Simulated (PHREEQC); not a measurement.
PHREEQC input (ion-association model, wateq4f.dat):

```
SOLUTION 1
  temp 30
  units mmol/kgw
  pH 7 charge
  Cl 2.234
  Cu(2) 1.1
  S(6) 0.064
  Na 0.034
SOLUTION 2
  temp 30
  units mmol/kgw
  pH 7 charge
  Cl 4.6
  Ca 2.3
  S(6) 1.3
  Na 2.6
END
SELECTED_OUTPUT 1
  -reset false
  -pH true
  -pe true
  -ionic_strength true
  -water true
  -totals Ca Cl Cu Na S Cu(1) Cu(2) S(-2) S(6)
  -molalities H+ Ca+2 Cl- Cu+2 Na+ SO4-2 CaSO4 NaSO4- CaOH+ HSO4-
    H2S HS- S-2 O2 OH- CaHSO4+ CuCl2- CuCl3-2 Cu+ CuCl+
    CuCl2 CuCl3- CuCl4-2 CuOH+ Cu(OH)2 Cu(OH)3- Cu(OH)4-2 Cu2(OH)2+2 CuSO4 Cu(HS)3-
  -equilibrium_phases Gypsum Portlandite Cu(OH)2 Brochantite Antlerite Atacamite Halite Mirabilite Chalcanthite
PRINT
  -reset false
MIX 1
  1 1
  2 0
EQUILIBRIUM_PHASES 1
  Gypsum 0 0
  Portlandite 0 0
  Cu(OH)2 0 0
  Brochantite 0 0
  Antlerite 0 0
  Atacamite 0 0
  Halite 0 0
  Mirabilite 0 0
  Chalcanthite 0 0
  O2(g) -0.68 10
END
# ... the last block is repeated for the other 10 points of share of solution B
```

Selected output (columns that matter, 11 of 11 rows; share of solution B added in front):

```
share of solution B	pH	mu	Ca	Cl	Cu	Na	S	m_H+	m_Ca+2	m_Cl-	m_Cu+2	m_Na+	m_SO4-2	m_CaSO4
0	3.9204	0.003481	0	0.002234	0.0011	3.4e-05	6.4e-05	0.00012749	0	0.0022275	0.0010858	3.3992e-05	5.5694e-05	0
0.1	3.9718	0.0041433	0.00023	0.0024706	0.00099	0.0002906	0.0001876	0.00011375	0.00022559	0.0024644	0.00096457	0.00029042	0.00016235	4.4081e-06
0.2	4.0283	0.0048012	0.00046	0.0027072	0.00088	0.0005472	0.0003112	0.00010029	0.00044614	0.0027013	0.00084733	0.00054664	0.00026788	1.3851e-05
0.3	4.0913	0.005455	0.00069	0.0029438	0.00077	0.0008038	0.0004348	8.7073e-05	0.00066237	0.0029384	0.00073342	0.00080267	0.00037239	2.7614e-05
0.4	4.1629	0.0061052	0.00092	0.0031804	0.00066	0.0010604	0.0005584	7.4083e-05	0.00087483	0.0031755	0.00062237	0.0010585	0.00047594	4.5147e-05
0.5	4.2465	0.0067519	0.00115	0.003417	0.00055	0.001317	0.000682	6.1302e-05	0.001084	0.0034127	0.00051381	0.0013142	0.00057861	6.601e-05
0.6	4.3476	0.0073954	0.00138	0.0036536	0.00044	0.0015736	0.0008056	4.8715e-05	0.0012901	0.00365	0.00040746	0.0015697	0.00068047	8.9848e-05
0.7	4.4764	0.008036	0.00161	0.0038902	0.00033	0.0018302	0.0009292	3.631e-05	0.0014936	0.0038874	0.00030308	0.0018251	0.00078156	0.00011636
0.8	4.6559	0.0086738	0.00184	0.0041268	0.00022	0.0020868	0.0010528	2.4078e-05	0.0016947	0.0041248	0.00020047	0.0020803	0.00088193	0.00014531
0.9	4.9589	0.0093091	0.00207	0.0043634	0.00011	0.0023434	0.0011764	1.2015e-05	0.0018935	0.0043624	9.946e-05	0.0023354	0.00098163	0.00017648
1	6.9299	0.0099421	0.0023	0.0046	0	0.0026	0.0013	1.2872e-07	0.0020903	0.0046	0	0.0025904	0.0010807	0.00020969
```

Species that the database lacks are ignored.
